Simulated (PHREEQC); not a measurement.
Solution (25 °C): 0.017 mol HBF4 per kg of water. Closed to the air; pH follows from the charge balance.

Equilibrium calculation in PHREEQC: ion-association model, phreeqc.dat.

- pH: 1.85
- ionic strength: 0.0157 mol/kgw
- total alkalinity: -68.0 meq/kg

```json
[
 {"species": "H+", "molality": "0.0157", "activity": "0.0141", "log γ": "-0.047"},
 {"species": "BF4-", "molality": "0.0145", "activity": "0.0128", "log γ": "-0.054"},
 {"species": "HF", "molality": "0.00728", "activity": "0.00730", "log γ": "0.002"},
 {"species": "H3BO3", "molality": "0.00167", "activity": "0.00168", "log γ": "0.002"},
 {"species": "BF3OH-", "molality": "0.000728", "activity": "0.000643", "log γ": "-0.054"},
 {"species": "F-", "molality": "0.000392", "activity": "0.000345", "log γ": "-0.056"},
 {"species": "BF2(OH)2-", "molality": "0.000136", "activity": "0.000120", "log γ": "-0.054"},
 {"species": "HF2-", "molality": "1.10e-5", "activity": "9.66e-6", "log γ": "-0.054"},
 {"species": "BF(OH)3-", "molality": "2.61e-7", "activity": "2.30e-7", "log γ": "-0.054"}
]
```

This is a speciation only: nothing precipitates in the calculation. Real BF4- forms and hydrolyses slowly; the run takes it at equilibrium.
